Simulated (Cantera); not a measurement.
# Aluminium nitride and oxide growth: AlCl3 + O2 + N2

Charge: 1 mol AlCl3, 14 mol O2, 110 mol N2, at 1.33 mbar.

Equilibrium computed with Cantera from the NASA thermochemical tables; the gas is ideal and each condensed phase is pure. Candidate condensed phases: Al, AlCl3, AlN, Al2O3; 24 gas species. Condensed phases not in the tables: AlOCl. Equilibrium is a limit: real reactors are often held back by kinetics, nucleation or transport.

```json
[
 {"T (°C)": "652", "x N2": "0.882", "x O2": "0.106", "x Cl": "0.000345", "x Cl2": "0.0118", "x NO": "9.65e-6", "x O": "1.20e-10", "x ClO": "3.18e-7", "x NO2": "2.38e-8", "n Al2O3(s)": "0.500"},
 {"T (°C)": "702", "x N2": "0.881", "x O2": "0.106", "x Cl": "0.000782", "x Cl2": "0.0116", "x NO": "1.77e-5", "x O": "6.44e-10", "x ClO": "6.20e-7", "x NO2": "2.97e-8", "n Al2O3(s)": "0.500"},
 {"T (°C)": "752", "x N2": "0.881", "x O2": "0.106", "x Cl": "0.00162", "x Cl2": "0.0112", "x NO": "3.07e-5", "x O": "2.94e-9", "x ClO": "1.12e-6", "x NO2": "3.63e-8", "n Al2O3(s)": "0.500"},
 {"T (°C)": "802", "x N2": "0.880", "x O2": "0.106", "x Cl": "0.00309", "x Cl2": "0.0105", "x NO": "5.06e-5", "x O": "1.17e-8", "x ClO": "1.89e-6", "x NO2": "4.36e-8", "n Al2O3(s)": "0.500"},
 {"T (°C)": "852", "x N2": "0.879", "x O2": "0.106", "x Cl": "0.00541", "x Cl2": "0.00928", "x NO": "7.96e-5", "x O": "4.11e-8", "x ClO": "2.95e-6", "x NO2": "5.15e-8", "n Al2O3(s)": "0.500"},
 {"T (°C)": "902", "x N2": "0.878", "x O2": "0.106", "x Cl": "0.00867", "x Cl2": "0.00764", "x NO": "0.000120", "x O": "1.30e-7", "x ClO": "4.25e-6", "x NO2": "5.98e-8", "n Al2O3(s)": "0.500"},
 {"T (°C)": "952", "x N2": "0.876", "x O2": "0.105", "x Cl": "0.0126", "x Cl2": "0.00566", "x NO": "0.000176", "x O": "3.74e-7", "x ClO": "5.60e-6", "x NO2": "6.87e-8", "n Al2O3(s)": "0.500"},
 {"T (°C)": "1002", "x N2": "0.874", "x O2": "0.105", "x Cl": "0.0165", "x Cl2": "0.00370", "x NO": "0.000250", "x O": "9.92e-7", "x ClO": "6.69e-6", "x NO2": "7.81e-8", "n Al2O3(s)": "0.500"},
 {"T (°C)": "1052", "x N2": "0.873", "x O2": "0.105", "x Cl": "0.0195", "x Cl2": "0.00213", "x NO": "0.000346", "x O": "2.44e-6", "x ClO": "7.30e-6", "x NO2": "8.79e-8", "n Al2O3(s)": "0.500"},
 {"T (°C)": "1102", "x N2": "0.872", "x O2": "0.105", "x Cl": "0.0215", "x Cl2": "0.00113", "x NO": "0.000467", "x O": "5.64e-6", "x ClO": "7.43e-6", "x NO2": "9.82e-8", "n Al2O3(s)": "0.500"},
 {"T (°C)": "1152", "x N2": "0.871", "x O2": "0.105", "x Cl": "0.0226", "x Cl2": "0.000578", "x NO": "0.000618", "x O": "1.23e-5", "x ClO": "7.26e-6", "x NO2": "1.09e-7", "n Al2O3(s)": "0.500"},
 {"T (°C)": "1202", "x N2": "0.871", "x O2": "0.105", "x Cl": "0.0232", "x Cl2": "0.000295", "x NO": "0.000802", "x O": "2.54e-5", "x ClO": "6.95e-6", "x NO2": "1.20e-7", "n Al2O3(s)": "0.500"},
 {"T (°C)": "1252", "x N2": "0.871", "x O2": "0.104", "x Cl": "0.0235", "x Cl2": "0.000154", "x NO": "0.00102", "x O": "5.01e-5", "x ClO": "6.59e-6", "x NO2": "1.31e-7", "n Al2O3(s)": "0.500"}
]
```
x: gas mole fraction; n: condensed amount in mol.

From 652 °C to 1252 °C the condensed part is Al2O3(s).
